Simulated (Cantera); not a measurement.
Input: 1 mol C2H2, 2.4 mol H2O, 71 mol H2, at 2523.15 K and 39.0 Pa.

Method: chemical equilibrium by Gibbs-energy minimisation in Cantera with the NASA 1993 tables (ideal gas, pure condensed phases). Rates play no part.

```json
[
 {"species": "H", "before": "0.719", "after": "0.718"},
 {"species": "H2", "before": "0.261", "after": "0.260"},
 {"species": "CO", "before": "0.0167", "after": "0.0192"},
 {"species": "O", "before": "0.00133", "after": "<1e-9"},
 {"species": "H2O", "before": "0.00126", "after": "<1e-9"},
 {"species": "C2H2 (acetylene)", "before": "<1e-9", "after": "0.00122"},
 {"species": "OH", "before": "0.000737", "after": "<1e-9"},
 {"species": "C3", "before": "<1e-9", "after": "0.000449"},
 {"species": "C", "before": "<1e-9", "after": "0.000367"},
 {"species": "C2H", "before": "<1e-9", "after": "0.000254"},
 {"species": "C2", "before": "<1e-9", "after": "6.63e-5"}
]
```
Gas species are given as mole fractions.

Task: What was changed between the two runs?
(A) temperature from 2523.15 K to 2123.15 K
(B) C2H2 replaced by C3H8
(C) C2H2 replaced by CH4
(D) temperature from 2523.15 K to 950 K

Result: B, C2H2 replaced by C3H8
